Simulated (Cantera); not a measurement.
**Thermodynamics of aluminium and copper etching, feed Cu + HF**

A closed system holds: 1 mol Cu, 2.2 mol HF, held at 175 °C and 17.0 Pa.

Equilibrium computed with Cantera from the NASA thermochemical tables; the gas is ideal and each condensed phase is pure. Candidate condensed phases: Cu, CuF2; 15 gas species. Kinetics and transport are ignored.

| Item | Value |
|---|---|
| x(HF) | 1.000 |
| n(Cu(s)) | 1.00 mol |
| gas amount | 2.200 mol |
| log10 activity of CuF2(s) (absent) | -0.08 |
